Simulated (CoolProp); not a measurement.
Properties of R236FA along the isotherm -71.45 °C.

Computed with CoolProp (reference Helmholtz-energy equation of state, Pan 2012).

| p (MPa) | phase | expansivity (1/kK) | viscosity (µPa s) | conductivity (mW/(m K)) | fugacity coefficient |
|---|---|---|---|---|---|
| 0.665 | liquid | 1.651 | 1580 | 105 | 0.002315 |
| 1.33 | liquid | 1.643 | 1600 | 105 | 0.001200 |
| 1.99 | liquid | 1.636 | 1620 | 105 | 0.0008319 |
| 2.66 | liquid | 1.629 | 1650 | 105 | 0.0006457 |
| 3.32 | liquid | 1.623 | 1670 | 106 | 0.0005364 |
| 3.99 | liquid | 1.616 | 1690 | 106 | 0.0004630 |
| 4.65 | liquid | 1.609 | 1710 | 106 | 0.0004119 |
| 5.32 | liquid | 1.602 | 1730 | 106 | 0.0003735 |
| 5.98 | liquid | 1.596 | 1760 | 106 | 0.0003445 |
| 6.65 | liquid | 1.590 | 1780 | 107 | 0.0003214 |
| 7.31 | liquid | 1.583 | 1800 | 107 | 0.0003031 |
| 7.98 | liquid | 1.577 | 1830 | 107 | 0.0002880 |

Viscosity comes from a separate model (Huber 2003), an estimate that may be off by 10 % or more. Thermal conductivity comes from a separate model (Huber 2003), an estimate that may be off by 10 % or more.
